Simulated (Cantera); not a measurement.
Feed: 1 mol SiO₂, 0.046 mol Si, 6.7 mol N₂, equilibrated at 6.83 Torr.

Equilibrium computed with Cantera from the NASA thermochemical tables; the gas is ideal and each condensed phase is pure. Candidate condensed phases: Si, SiO₂, Si₂N₂O, Si₃N₄; 16 gas species. N₂ is the only nitrogen source here; it is nearly inert below about 1500 K, so the nitride shown seldom forms there in practice. Mutual solubility and eutectic melting of coexisting phases are not modelled. The tables hold silica as quartz up to 1696 K and as liquid above; real silica turns to tridymite and cristobalite and melts near 1996 K. Equilibrium is a limit: real reactors are often held back by kinetics, nucleation or transport. All values below are at 1475 K.

Base state: N₂ 0.999, SiO 0.000592 (mole fractions); condensed: SiO₂(β-quartz) + Si₂N₂O(s).

Q: What changes in the equilibrium state with this change: SiO₂ replaced by SiC?

A: 
| species | before | after |
|---|---|---|
| N₂ | 0.999 | 1.00 |
| SiO | 0.000592 | 0 |
| SiO₂(β-quartz), mol | 0.983 | 0 |
| Si₂N₂O(s), mol | 0.0293 | 0 |
| SiC(s), mol | 0 | 1.00 |
| Si₃N₄(s), mol | 0 | 0.0153 |
Further candidate phases: C, SiC.
